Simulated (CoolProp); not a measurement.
A single-stage vapour-compression cycle with R114: evaporating at 286.15 K (dew point), condensing at 334.15 K (bubble point), superheat 5 K, subcooling 0 K, compressor efficiency 0.8, no pressure losses. Each further row changes one setting.

Model: reference Helmholtz-energy equation of state, Platzer 1990, in CoolProp. This equation is an older, rougher fit; its heat capacities, sound speeds and derivatives of the liquid may be far off and weren't checked against measurements.

```csv
case,cooling COP,pressure ratio,discharge temperature (K),refrigerating effect (kJ/kg),volumetric capacity (kJ/m³)
as stated,[?],4.15,334.2,87.3,927
evaporating temperature 291.15 K,4.24,[?],334.2,90.4,1130
condensing temperature 329.15 K,4.20,[?],329.1,92.6,983
subcooling 5 K,3.84,4.15,334.2,92.6,983
superheat 15 K,3.73,4.15,343.4,94.4,963
compressor efficiency 0.7,[?],4.15,[?],87.3,927
```

Q: Complete the blanks.

A: 
- as stated, cooling COP: 3.62
- evaporating temperature 291.15 K, pressure ratio: 3.49
- condensing temperature 329.15 K, pressure ratio: 3.66
- compressor efficiency 0.7, cooling COP: 3.17
- compressor efficiency 0.7, discharge temperature (K): 337.5

The compression ends wet for: as stated; evaporating temperature 291.15 K; condensing temperature 329.15 K; subcooling 5 K.
